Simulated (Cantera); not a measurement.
An isothermal, constant-pressure homogeneous reactor starts with 34.5 % CH₄, 65.5 % CO₂, at 1273 K and 13.0 bar.

Computed with Cantera and GRI-Mech 3.0 (53 species, 325 reactions). The pressure lies above the range GRI-Mech 3.0 was tuned for (to about 10 atm).

Problem. Predict: x(CH₄) at 100 s; x(CO₂) at 100 s; x(OH) at 100 s; x(CH₂CO) at 100 s.

Solution. 
```
Item                                                  Value
-----------------  ----------------------------------------
x(CH₄) at 100 s       0.174 (gas-phase equilibrium 0.00288)
x(CO₂) at 100 s        0.424 (gas-phase equilibrium 0.0926)
x(OH) at 100 s     1.68e-9 (gas-phase equilibrium 3.92e-10)
x(CH₂CO) at 100 s   9.50e-6 (gas-phase equilibrium 1.03e-8)
```
